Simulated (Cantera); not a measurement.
**Adiabatic ignition**

An adiabatic, constant-volume homogeneous reactor starts with H₂ : O₂ : N₂ = 1 : 0.385 : 1.45 (molar parts), equivalence ratio 1.3, at 1200 K and 5.00 bar.

Model: GRI-Mech 3.0 (53 species, 325 reactions), integrated in Cantera. The hydrogen kinetics of GRI-Mech 3.0 are dated; newer H2 mechanisms differ, most at raised pressure. Above 3000 K some thermodynamic fits are extrapolated.

```tsv
t (s)	T (K)	P (bar)	x H₂	x O₂	x NO	x O	x H	x N₂O	x H₂O₂
1.00e-5	1200	5.00	0.353	0.136	<1e-12	2.14e-6	1.91e-5	1.88e-11	7.62e-7
2.06e-5	3110	11.5	0.101	0.00322	0.000471	0.00298	0.0225	6.63e-7	1.08e-6
4.23e-5	3120	11.6	0.102	0.00277	0.00252	0.00262	0.0213	7.23e-7	1.01e-6
8.71e-5	3113	11.5	0.103	0.00258	0.00449	0.00247	0.0210	8.04e-7	9.62e-7
0.000179	3110	11.5	0.103	0.00253	0.00507	0.00243	0.0209	8.39e-7	9.48e-7
0.000368	3110	11.5	0.103	0.00252	0.00510	0.00243	0.0209	8.40e-7	9.47e-7
0.000758	3110	11.5	0.103	0.00252	0.00510	0.00243	0.0209	8.40e-7	9.47e-7
0.00156	3110	11.5	0.103	0.00252	0.00510	0.00243	0.0209	8.40e-7	9.47e-7
0.00321	3110	11.5	0.103	0.00252	0.00510	0.00243	0.0209	8.40e-7	9.47e-7
0.00660	3110	11.5	0.103	0.00252	0.00510	0.00243	0.0209	8.40e-7	9.47e-7
0.0136	3110	11.5	0.103	0.00252	0.00510	0.00243	0.0209	8.40e-7	9.47e-7
0.0279	3110	11.5	0.103	0.00252	0.00510	0.00243	0.0209	8.40e-7	9.47e-7
0.0574	3110	11.5	0.103	0.00252	0.00510	0.00243	0.0209	8.40e-7	9.47e-7
0.118	3110	11.5	0.103	0.00252	0.00510	0.00243	0.0209	8.40e-7	9.47e-7
0.243	3110	11.5	0.103	0.00252	0.00510	0.00243	0.0209	8.40e-7	9.47e-7
0.500	3110	11.5	0.103	0.00252	0.00510	0.00243	0.0209	8.40e-7	9.47e-7
```
x: mole fraction; the columns are a selection and need not sum to one.

- time of steepest temperature rise: 16.2 µs
- temperature at 0.500 s: 3110 K
- equilibrium temperature: 3110 K
- x(H₂) at 0.500 s: 0.103 (gas-phase equilibrium 0.103)
- x(O₂) at 0.500 s: 0.00252 (gas-phase equilibrium 0.00252)
- x(NO) at 0.500 s: 0.00510 (gas-phase equilibrium 0.00510)
